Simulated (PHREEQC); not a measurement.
Make-up at 25 °C: 0.0079 mol/kgw CuCl2, 0.00012 mol/kgw H2SO4 and 0.00013 mol/kgw NaHCO3. Closed to the air; pH follows from the charge balance.

All values are PHREEQC results (ion-association model, wateq4f.dat), not measurements.

### Question
The ionic strength comes out as 0.0235 mol/kgw. What activity coefficients do Na+, H+, Cl-, Cu+2, CuHCO3+ get?

### Answer
Na+ 0.86, H+ 0.88, Cl- 0.86, Cu+2 0.58, CuHCO3+ 0.86.

Precipitation was switched off in this run.
